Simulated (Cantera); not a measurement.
Cantera run, input and output.

```python
import numpy as np
import cantera as ct

gas = ct.Solution("gri30.yaml")


def delay(T, t_max=10):
    gas.TPX = T, 1000000, {'CH4': 1, 'O2': 2.08, 'N2': 12.5}
    reactor = ct.IdealGasReactor(gas, clone=False)
    net = ct.ReactorNet([reactor])
    net.rtol, net.atol = 1e-8, 1e-16
    while net.time < t_max:
        t_old, T_old = net.time, reactor.T
        net.step()
        if reactor.T > T + 400:  # ignition: a rise of 400 K
            return t_old + (T + 400 - T_old) / (reactor.T - T_old) * (net.time - t_old)
    return np.nan


taus = []
for T in [1125, 1175, 1225, 1275, 1325, 1375, 1425, 1475, 1525, 1575]:
    taus.append(delay(T))
    print(f"T0 = {T:6g} K   tau = {taus[-1]:.4e} s")
```

It prints:

```
T0 =   1125 K   tau = 1.7874e-02 s
T0 =   1175 K   tau = 9.3593e-03 s
T0 =   1225 K   tau = 5.0809e-03 s
T0 =   1275 K   tau = 2.8393e-03 s
T0 =   1325 K   tau = 1.6262e-03 s
T0 =   1375 K   tau = 9.5150e-04 s
T0 =   1425 K   tau = 5.6725e-04 s
T0 =   1475 K   tau = 3.4397e-04 s
T0 =   1525 K   tau = 2.1201e-04 s
T0 =   1575 K   tau = 1.3292e-04 s
```

Cantera simulation using GRI-Mech 3.0 (53 species, 325 reactions); the numbers are that mechanism's predictions, not measurements.
